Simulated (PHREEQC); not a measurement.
Dissolve 0.01 mol CaCl2, 0.0063 mol Na2SO4 and 0.22 mol KBr per kg of water at 25 °C. Closed to the air; pH follows from the charge balance.

The numbers come from PHREEQC with the ion-association model, phreeqc.dat.

Precipitation was switched off in this run.

**Question.** Order these S species by the share of S that they hold, largest first: SO4-2, CaSO4, NaSO4-, KSO4-.

**Answer.** SO4-2 (66 %), KSO4- (25 %), CaSO4 (8.2 %), NaSO4- (1.1 %)

The ionic strength is 0.264 mol/kgw.
